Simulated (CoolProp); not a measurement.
A single-stage vapour-compression cycle with isobutene: evaporating at 225.15 K (dew point), condensing at 285.15 K (bubble point), superheat 2 K, subcooling 8 K, compressor efficiency 0.85, no pressure losses. Each further row changes one setting.

Model: reference Helmholtz-energy equation of state, Lemmon 2005, in CoolProp. It is a short technical equation, of lower accuracy than the large ones.

| case | cooling COP | pressure ratio | discharge temperature (K) | refrigerating effect (kJ/kg) | volumetric capacity (kJ/m³) |
|---|---|---|---|---|---|
| as stated | 2.70 | 14.0 | 311.5 | 318 | 138 |
| evaporating temperature 230.15 K | (withheld) | 10.5 | 307.9 | 324 | 183 |
| condensing temperature 280.15 K | 3.01 | (withheld) | 305.7 | 329 | 143 |
| subcooling 13 K | 2.80 | 14.0 | 311.5 | 329 | 143 |
| superheat 12 K | 2.70 | 14.0 | (withheld) | 331 | 137 |
| compressor efficiency 0.75 | 2.38 | 14.0 | 320.6 | 318 | 138 |

Question: Fill in the missing entries.

Answer: 
- evaporating temperature 230.15 K, cooling COP: 3.08
- condensing temperature 280.15 K, pressure ratio: 11.8
- superheat 12 K, discharge temperature (K): 322.2
